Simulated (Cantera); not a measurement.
Input (Python, Cantera) and output of one run.

```python
import numpy as np
import cantera as ct

gas_names = """
    H HNO HNO2 HNO3 HO2 H2 H2O H2O2 N NH NH2 NH3 NH2OH NO NO2 NO3 N2 N2H2 N2H4 N2O O OH O2 O3 Zr ZrN ZrO
    ZrO2
""".split()
cond_names = """
    H2O(s) H2O(L) Zr(a) Zr(b) Zr(L) ZrN(s) ZrN(L) ZrO2(a) ZrO2(b) ZrO2(L)
""".split()


# ... load() reads the species with a 1 bar reference pressure and builds the phases ...
atoms = {
    'ZrO2': {'Zr': 1, 'O': 2},
    'H2': {'H': 2},
    'N2': {'N': 2},
}
top_T = {}  # K; cautious upper limits of use, not melting points


# ... equilibrate(T, P, feed) seeds the gas with the atoms and calls Mixture.equilibrate('TP', solver="vcs", rtol=1e-11, max_steps=5000) ...
results = []
feed = {'ZrO2': 1, 'H2': 290, 'N2': 3.5}  # mol
P = 200000  # Pa
for T in [1298, 1398, 1498, 1598, 1698, 1798, 1898]:
    mix = equilibrate(T, P, feed)
    results.append((T, P, feed, dict(zip(mix.species_names, mix.species_moles))))
    x = sorted(zip(gas.X, gas.species_names), reverse=True)
    print(f"T = {T:g} K  P = {P:g} Pa  gas = {mix.phase_moles(0):.4g} mol")
    print("   x: " + "  ".join(f"{s} {v:.3e}" for v, s in x if v > 0.0001))
    print("   condensed (mol): " + ("  ".join(f"{mix.phase(i).name} {mix.phase_moles(i):.4g}"
          for i in range(1, mix.n_phases) if mix.phase_moles(i) > 1e-12) or "none"))
```

Result:

```
T = 1298 K  P = 200000 Pa  gas = 293.5 mol
   x: H2 9.881e-01  N2 1.191e-02
   condensed (mol): ZrN(s) 0.0003864  ZrO2(a) 0.9996
T = 1398 K  P = 200000 Pa  gas = 293.5 mol
   x: H2 9.881e-01  N2 1.191e-02
   condensed (mol): ZrN(s) 0.0008238  ZrO2(a) 0.9992
T = 1498 K  P = 200000 Pa  gas = 293.5 mol
   x: H2 9.880e-01  N2 1.192e-02
   condensed (mol): ZrN(s) 0.001577  ZrO2(b) 0.9984
T = 1598 K  P = 200000 Pa  gas = 293.5 mol
   x: H2 9.880e-01  N2 1.192e-02
   condensed (mol): ZrN(s) 0.002745  ZrO2(b) 0.9973
T = 1698 K  P = 200000 Pa  gas = 293.5 mol
   x: H2 9.879e-01  N2 1.191e-02  H 1.016e-04
   condensed (mol): ZrN(s) 0.004471  ZrO2(b) 0.9955
T = 1798 K  P = 200000 Pa  gas = 293.5 mol
   x: H2 9.878e-01  N2 1.191e-02  H 2.474e-04
   condensed (mol): ZrN(s) 0.006896  ZrO2(b) 0.9931
T = 1898 K  P = 200000 Pa  gas = 293.6 mol
   x: H2 9.875e-01  N2 1.190e-02  H 5.492e-04
   condensed (mol): ZrN(s) 0.01016  ZrO2(b) 0.9898
```

Method: chemical equilibrium by Gibbs-energy minimisation in Cantera with the NASA 1993 tables (ideal gas, pure condensed phases). Mutual solubility and eutectic melting of coexisting phases are not modelled. ZrN: taken at fixed stoichiometry. Condensed phases not in the tables: solid solutions among these carbides, nitrides and lower oxides.
